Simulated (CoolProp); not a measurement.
Vapour-liquid equilibrium of carbon dioxide (1) + isopentane (2) at -2.35 °C; x and y are mole fractions of (1).

The numbers come from the multi-fluid Helmholtz-energy mixture model, Span 1996 and Lemmon 2006; pair parameters Kunz 2012 in CoolProp.

| x | bubble pressure (MPa) | y at the bubble point | dew pressure at overall composition x (MPa) | liquid density (mol/L) |
|---|---|---|---|---|
| 0.05 | 0.2609 | 0.878 | 0.03284 | 9.118 |
| 0.15 | 0.7109 | 0.953 | 0.03675 | 9.624 |
| 0.25 | 1.112 | 0.969 | 0.04170 | 10.23 |
| 0.35 | 1.444 | 0.976 | 0.04817 | 10.95 |
| 0.45 | 1.712 | 0.980 | 0.05699 | 11.82 |
| 0.55 | 1.938 | 0.982 | 0.06974 | 12.86 |
| 0.65 | 2.153 | 0.985 | 0.08983 | 14.11 |
| 0.75 | 2.389 | 0.988 | 0.1261 | 15.65 |
| 0.85 | 2.678 | 0.991 | 0.2118 | 17.56 |
| 0.95 | 3.049 | 0.997 | 0.6619 | 19.95 |

No azeotrope shows between x = 0.05 and 0.95.

Pair parameters are fitted to limited data, so mixtures are less certain than the pure fluids. The gap from Raoult's law changes sign with composition, which may be real or a fault of the pair parameters; it wasn't checked against measurements.
